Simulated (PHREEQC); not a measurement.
Make-up at 20 °C: 1.7 mmol/kgw NaHSO4 and 4.1 mmol/kgw (NH4)2CO3. Closed to the air; pH follows from the charge balance.

Computed with PHREEQC (ion-association model, wateq4f.dat).

Q: The ionic strength comes out as 0.00945 mol/kgw. What activity coefficients do Na+, HCO3-, NaSO4-, SO4-2, NH4+ get?

A: Na+ 0.91, HCO3- 0.91, NaSO4- 0.91, SO4-2 0.68, NH4+ 0.91.

No solid was allowed to form. Species that the database lacks are ignored.
